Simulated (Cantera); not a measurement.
What does this Cantera script print?

```python
import numpy as np
import cantera as ct

gas = ct.Solution("gri30.yaml")
gas.TPX = 1200, 130000, {'CO': 1, 'H2': 0.049, 'O2': 1.34, 'N2': 5.06}
reactor = ct.IdealGasConstPressureReactor(gas, energy="on", clone=False)
net = ct.ReactorNet([reactor])
net.rtol, net.atol = 1e-08, 1e-16
show = ['CO', 'H2', 'O2', 'N2O', 'H', 'H2O2', 'HO2']
times = np.geomspace(6e-06, 0.5, 14)

steps = ct.SolutionArray(gas, extra=["t"])
rows = []
print(f"{'t/s':>10s}{'T/K':>9s}{'P/Pa':>11s}" + "".join(f"{s:>11s}" for s in show))
for t in times:
    while net.time < t:
        t_next = net.step()
        steps.append(gas.state, t=t_next)
    rows.append([np.interp(t, steps.t, y) for y in (steps.T, steps.P, *steps(*show).X.T)])
    print(f"{t:10.3e}{rows[-1][0]:9.1f}{rows[-1][1]:11.4g}" + "".join(f"{x:11.3e}" for x in rows[-1][2:]))
rate = np.gradient(steps.T, steps.t)
print("integrator steps:", len(steps.t))
if steps.T.max() > steps.T[0] + 200:
    print(f"time of steepest temperature rise: {steps.t[rate.argmax()]:.4e} s")
gas.TPX = 1200, 130000, {'CO': 1, 'H2': 0.049, 'O2': 1.34, 'N2': 5.06}
gas.equilibrate("HP")
print(f"equilibrium (HP): T = {gas.T:.1f} K  " + "  ".join(f"{s} {gas[s].X[0]:.3e}" for s in show))
```

Output:

```
       t/s      T/K       P/Pa         CO         H2         O2        N2O          H       H2O2        HO2
 6.000e-06   1200.0    1.3e+05  1.342e-01  6.578e-03  1.799e-01  1.487e-14  1.709e-09  1.369e-13  1.081e-09
 1.434e-05   1200.0    1.3e+05  1.342e-01  6.578e-03  1.799e-01  9.775e-14  8.583e-09  1.486e-12  6.330e-09
 3.429e-05   1200.0    1.3e+05  1.342e-01  6.578e-03  1.799e-01  1.207e-12  8.450e-08  3.517e-11  8.481e-08
 8.198e-05   1200.1    1.3e+05  1.342e-01  6.552e-03  1.798e-01  1.382e-10  9.083e-06  2.196e-08  9.095e-06
 1.960e-04   1387.5    1.3e+05  1.076e-01  2.709e-04  1.602e-01  2.969e-07  1.490e-03  4.710e-07  2.807e-05
 4.686e-04   1908.6    1.3e+05  3.290e-02  2.534e-04  1.225e-01  1.122e-06  2.002e-03  7.125e-08  7.698e-06
 1.120e-03   2126.9    1.3e+05  1.502e-02  1.186e-04  1.203e-01  1.279e-06  4.237e-04  2.398e-08  2.533e-06
 2.678e-03   2215.0    1.3e+05  6.681e-03  5.315e-05  1.187e-01  9.584e-07  1.077e-04  1.275e-08  1.352e-06
 6.402e-03   2246.5    1.3e+05  3.494e-03  2.876e-05  1.179e-01  6.267e-07  4.010e-05  9.965e-09  1.214e-06
 1.531e-02   2249.7    1.3e+05  3.058e-03  2.550e-05  1.176e-01  5.717e-07  3.314e-05  9.714e-09  1.214e-06
 3.659e-02   2247.5    1.3e+05  3.019e-03  2.522e-05  1.170e-01  5.697e-07  3.253e-05  9.641e-09  1.202e-06
 8.748e-02   2243.2    1.3e+05  2.949e-03  2.474e-05  1.158e-01  5.697e-07  3.146e-05  9.504e-09  1.178e-06
 2.091e-01   2237.4    1.3e+05  2.857e-03  2.410e-05  1.143e-01  5.761e-07  3.008e-05  9.320e-09  1.146e-06
 5.000e-01   2233.9    1.3e+05  2.804e-03  2.373e-05  1.134e-01  5.834e-07  2.928e-05  9.211e-09  1.127e-06
integrator steps: 1416
time of steepest temperature rise: 1.5995e-04 s
equilibrium (HP): T = 2233.5 K  CO 2.798e-03  H2 2.368e-05  O2 1.133e-01  N2O 5.844e-07  H 2.918e-05  H2O2 9.198e-09  HO2 1.125e-06
```

Computed with Cantera and GRI-Mech 3.0 (53 species, 325 reactions).
